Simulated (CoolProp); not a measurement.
Values from CoolProp's reference Helmholtz-energy equation of state, Beckmüller 2019.

### Question
Give the vapour pressure (bar), liquid density (kg/m³), liquid cp (kJ/(kg K)), liquid viscosity (µPa s) of saturated n-octane at 443.2, 494.8, 502.2 K.

### Answer
```json
[
 {"T (K)": "443.2", "p (bar)": "3.01", "liquid density (kg/m³)": "566", "liquid cp (kJ/(kg K))": "2.87", "liquid viscosity (µPa s)": "144"},
 {"T (K)": "494.8", "p (bar)": "8.13", "liquid density (kg/m³)": "502", "liquid cp (kJ/(kg K))": "3.19", "liquid viscosity (µPa s)": "96.3"},
 {"T (K)": "502.2", "p (bar)": "9.21", "liquid density (kg/m³)": "491", "liquid cp (kJ/(kg K))": "3.26", "liquid viscosity (µPa s)": "90.4"}
]
```

Viscosity comes from a separate model (Huber 2004).
